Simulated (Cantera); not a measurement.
A Cantera script and its output.

```python
import numpy as np
import cantera as ct

gas = ct.Solution("gri30.yaml")
gas.TPX = 723, 810000, {'CH4': 1, 'O2': 2.47, 'N2': 8.4, 'H2O': 0.69}
flame = ct.FreeFlame(gas, width=0.0092)
flame.set_refine_criteria(ratio=3, slope=0.08, curve=0.16)
flame.transport_model = "mixture-averaged"
flame.solve(loglevel=0, auto=True)
z, T = flame.grid, flame.T
thick = (T[-1] - T[0]) / np.gradient(T, z).max()
show = ['CH4', 'O2', 'C2H2', 'C2H', 'H', 'N2O']
print(f"laminar burning velocity  {flame.velocity[0] * 100:.3f} cm/s")
print(f"burnt temperature         {T[-1]:.1f} K")
print(f"thermal thickness         {thick * 1e3:.4f} mm")
print(f"grid points               {len(z)}")
z0 = z[flame.heat_release_rate.argmax()]
print(f"{'z/mm':>9s}{'T/K':>9s}{'u/(m/s)':>9s}" + "".join(f"{s:>11s}" for s in show))
rows = []
for k in (-3, -2, -1.5, -1, -0.5, -0.25, 0, 0.25, 0.5, 1, 2, 4, 8):
    zz = z0 + k * thick
    rows.append([k * thick, np.interp(zz, z, T), np.interp(zz, z, flame.velocity),
                 *(np.interp(zz, z, flame.X[gas.species_index(s)]) for s in show)])
    print(f"{rows[-1][0] * 1e3:9.3f}{rows[-1][1]:9.1f}{rows[-1][2]:9.3f}" + "".join(f"{x:11.3e}" for x in rows[-1][3:]))
```

Result:

```
laminar burning velocity  71.859 cm/s
burnt temperature         2310.2 K
thermal thickness         0.0734 mm
grid points               141
     z/mm      T/K  u/(m/s)        CH4         O2       C2H2        C2H          H        N2O
   -0.220    724.0    0.720  7.946e-02  1.964e-01  1.722e-08  6.458e-23  3.844e-13  4.553e-11
   -0.147    731.7    0.729  7.876e-02  1.956e-01  2.349e-07  1.470e-19  3.962e-11  6.854e-10
   -0.110    750.9    0.749  7.725e-02  1.939e-01  9.378e-07  6.377e-18  5.305e-10  2.878e-09
   -0.073    837.7    0.839  7.124e-02  1.864e-01  5.416e-06  2.028e-15  3.008e-08  1.803e-08
   -0.037   1204.0    1.216  4.761e-02  1.520e-01  3.601e-05  2.469e-11  8.454e-06  1.322e-07
   -0.018   1563.2    1.586  2.462e-02  1.147e-01  8.365e-05  4.544e-09  1.174e-04  3.068e-07
    0.000   1917.9    1.949  4.618e-03  7.351e-02  1.107e-04  1.694e-07  7.942e-04  6.001e-07
    0.018   2082.5    2.107  1.883e-04  5.256e-02  1.059e-05  5.973e-08  1.217e-03  9.722e-07
    0.037   2156.7    2.171  4.325e-06  4.580e-02  2.382e-07  1.767e-09  9.978e-04  1.224e-06
    0.073   2233.1    2.237  5.330e-09  4.131e-02  2.898e-10  2.167e-12  5.398e-04  1.331e-06
    0.147   2286.6    2.283  5.918e-13  3.888e-02  4.300e-14  2.714e-16  2.200e-04  1.147e-06
    0.293   2307.4    2.301  5.763e-14  3.803e-02  2.176e-17  1.216e-19  1.206e-04  9.217e-07
    0.587   2310.9    2.304  4.819e-15  3.788e-02  8.480e-19  4.613e-21  1.063e-04  8.697e-07
```

Cantera simulation using GRI-Mech 3.0 (53 species, 325 reactions); the numbers are that mechanism's predictions, not measurements. Burning velocities carry a grid error of a few per cent, more on coarse grids.
